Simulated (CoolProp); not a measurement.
Benzene along the isotherm 489.8 K: Z from the reference equation and from simpler models built on Tc = 562.0 K, pc = 4.906 MPa, ω = 0.211; each cubic takes its own stable root.

Computed with CoolProp (reference Helmholtz-energy equation of state, Thol 2012).

```json
[
 {"p (MPa)": "0.00776", "phase": "gas", "reference": "0.9992"},
 {"p (MPa)": "0.0117", "phase": "gas", "reference": "0.9987"},
 {"p (MPa)": "0.0177", "phase": "gas", "reference": "0.9981"},
 {"p (MPa)": "0.0266", "phase": "gas", "reference": "0.9971"},
 {"p (MPa)": "0.0402", "phase": "gas", "reference": "0.9956"},
 {"p (MPa)": "0.0606", "phase": "gas", "reference": "0.9933"},
 {"p (MPa)": "0.0914", "phase": "gas", "reference": "0.9899"},
 {"p (MPa)": "0.138", "phase": "gas", "reference": "0.9847"},
 {"p (MPa)": "0.208", "phase": "gas", "reference": "0.9768"},
 {"p (MPa)": "0.314", "phase": "gas", "reference": "0.9646"},
 {"p (MPa)": "0.474", "phase": "gas", "reference": "0.9457"},
 {"p (MPa)": "0.715", "phase": "gas", "reference": "0.9159"},
 {"p (MPa)": "1.08", "phase": "gas", "reference": "0.8670"},
 {"p (MPa)": "1.63", "phase": "gas", "reference": "0.7810"},
 {"p (MPa)": "2.45", "phase": "liquid", "reference": "0.07424"}
]
```

Task: How far does each simpler model (van der Waals, Redlich-Kwong, Peng-Robinson) lie from the reference over these 15 states: mean and median of the absolute difference, and the worst?

Result: 
- van der Waals: mean 59.9 %, median 0.4 %, worst +880.9 % at 489.8 K and 2.45 MPa
- Redlich-Kwong: mean 1.7 %, median 0.1 %, worst +19.9 % at 489.8 K and 2.45 MPa
- Peng-Robinson: mean 0.2 %, median 0.1 %, worst +1.1 % at 489.8 K and 2.45 MPa

At some of these states van der Waals gives the other phase, because its saturation line lies elsewhere.
